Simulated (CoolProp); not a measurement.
Vapour-liquid equilibrium of toluene (1) + p-xylene (2) at 483.2 K; x and y are mole fractions of (1).

Model: multi-fluid Helmholtz-energy mixture model, Lemmon 2006 and Zhou 2012; pair parameters Bell 2016, in CoolProp.

Problem. Give the bubble pressure and the first vapour's composition at x = 0.05, 0.35, 0.8. Is there an azeotrope?

Solution. x = 0.05: 518.8 kPa, y = 0.079; x = 0.35: 634.7 kPa, y = 0.466; x = 0.8: 813.1 kPa, y = 0.863. No azeotrope shows between x = 0.05 and 0.95.

The pair parameters rest on a limited set of measurements; away from them the model extrapolates.
